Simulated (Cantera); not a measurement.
A closed system holds: 1 mol SiO2, 3 mol MgO, 52 mol H2, at 675 °C and 7.50 bar.

These are equilibrium values from Cantera (NASA tables, ideal gas, pure condensed phases), not measurements of a reactor. Candidate condensed phases: H2O, Mg, MgO, Mg(OH)2, MgSiO3, Mg2SiO4, Si, SiO2; 24 gas species. Condensed phases not in the tables: alloys, solid solutions and most ternary compounds. Rates play no part.

### Question
What is the equilibrium state?

### Answer
```
Item                                 Result
--------------------------------  ---------
x(H2)                                  1.00
n(MgO(s))                          1.00 mol
n(Mg2SiO4(s))                      1.00 mol
gas amount                        52.00 mol
log10 activity of Si(s) (absent)      -4.05
log10 activity of Mg(l) (absent)      -7.43
```
